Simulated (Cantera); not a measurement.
Input (Python, Cantera):

```python
import numpy as np
import cantera as ct

gas = ct.Solution("gri30.yaml")
gas.TPX = 450, 39000, {'CO': 1, 'H2': 0.19, 'O2': 0.804, 'N2': 3.02, 'H2O': 0.23}
flame = ct.FreeFlame(gas, width=0.077)
flame.set_refine_criteria(ratio=3, slope=0.08, curve=0.16)
flame.transport_model = "mixture-averaged"
flame.solve(loglevel=0, auto=True)
z, T = flame.grid, flame.T
thick = (T[-1] - T[0]) / np.gradient(T, z).max()
show = ['CO', 'H2', 'O2', 'HO2', 'H2O2', 'OH']
print(f"laminar burning velocity  {flame.velocity[0] * 100:.3f} cm/s")
print(f"burnt temperature         {T[-1]:.1f} K")
print(f"thermal thickness         {thick * 1e3:.4f} mm")
print(f"grid points               {len(z)}")
z0 = z[flame.heat_release_rate.argmax()]
print(f"{'z/mm':>9s}{'T/K':>9s}{'u/(m/s)':>9s}" + "".join(f"{s:>11s}" for s in show))
rows = []
for k in (-3, -2, -1.5, -1, -0.5, -0.25, 0, 0.25, 0.5, 1, 2, 4, 8):
    zz = z0 + k * thick
    rows.append([k * thick, np.interp(zz, z, T), np.interp(zz, z, flame.velocity),
                 *(np.interp(zz, z, flame.X[gas.species_index(s)]) for s in show)])
    print(f"{rows[-1][0] * 1e3:9.3f}{rows[-1][1]:9.1f}{rows[-1][2]:9.3f}" + "".join(f"{x:11.3e}" for x in rows[-1][3:]))
```

Result:

```
laminar burning velocity  96.174 cm/s
burnt temperature         2163.4 K
thermal thickness         1.9768 mm
grid points               114
     z/mm      T/K  u/(m/s)         CO         H2         O2        HO2       H2O2         OH
   -5.930    450.0    0.962  1.907e-01  3.622e-02  1.533e-01  2.151e-11  5.587e-12  6.484e-17
   -3.954    450.0    0.962  1.907e-01  3.617e-02  1.533e-01  1.915e-09  5.057e-10  1.111e-14
   -2.965    450.0    0.962  1.907e-01  3.602e-02  1.534e-01  1.684e-08  4.481e-09  1.218e-13
   -1.977    450.2    0.961  1.909e-01  3.537e-02  1.535e-01  3.754e-07  1.010e-07  4.251e-12
   -0.988    464.8    0.989  1.912e-01  3.127e-02  1.537e-01  5.148e-05  1.165e-05  2.032e-07
   -0.494    663.7    1.400  1.824e-01  2.349e-02  1.476e-01  1.444e-04  3.184e-05  1.949e-04
    0.000   1075.0    2.231  1.478e-01  1.136e-02  1.226e-01  4.143e-05  2.649e-06  1.029e-03
    0.494   1371.1    2.786  9.792e-02  5.101e-03  9.089e-02  1.780e-05  1.102e-06  3.286e-03
    0.988   1538.3    3.071  6.472e-02  5.014e-03  7.467e-02  1.098e-05  5.996e-07  5.224e-03
    1.977   1701.4    3.349  4.431e-02  5.019e-03  6.498e-02  7.002e-06  2.864e-07  6.784e-03
    3.954   1840.3    3.590  3.646e-02  3.939e-03  6.068e-02  4.487e-06  1.432e-07  7.121e-03
    7.907   1954.3    3.783  2.843e-02  2.769e-03  5.687e-02  2.710e-06  8.026e-08  6.659e-03
   15.814   2042.2    3.927  2.049e-02  1.840e-03  5.339e-02  1.706e-06  5.109e-08  5.807e-03
```

Detailed kinetics in Cantera: GRI-Mech 3.0 (53 species, 325 reactions). Burning velocities carry a grid error of a few per cent, more on coarse grids.
